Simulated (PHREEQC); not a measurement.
0.055 g of hydrous ferric oxide (600 m²/g; 0.2 weak and 0.005 strong sites per Fe, Dzombak-Morel constants, diffuse double layer) in 1 kg of water with 0.005 mol/kgw of an inert sodium salt and 0.00017 mmol/kgw CuSO4, at 25 °C; the pH is set by adding NaOH or the inert anion's acid. Oxygen is held at 0.21 atm. No CO2 enters from the air. No solid was allowed to form.

Model: ion-association model, wateq4f.dat, run in PHREEQC.

```tsv
pH	S sorbed (%)	Cu sorbed (%)	surface charge σ (C/m²)	surface potential ψ (mV)
4	99.9	0.6	0.182	194
4.5	99.8	4.0	0.131	177
5	99.0	23.6	0.090	158
5.5	95.2	70.0	0.059	137
6	76.4	94.8	0.037	114
6.5	31.5	99.3	0.023	89
7	5.5	99.8	0.013	62
7.5	0.7	99.9	0.006	34
8	0.1	99.9	0.001	6
8.5	0.0	99.9	-0.004	-22
9	0.0	99.9	-0.009	-50
9.5	0.0	99.8	-0.018	-77
10	0.0	99.8	-0.030	-103
```

The database's constant for dissolved Cu(OH)2 is higher than later reviews accept.
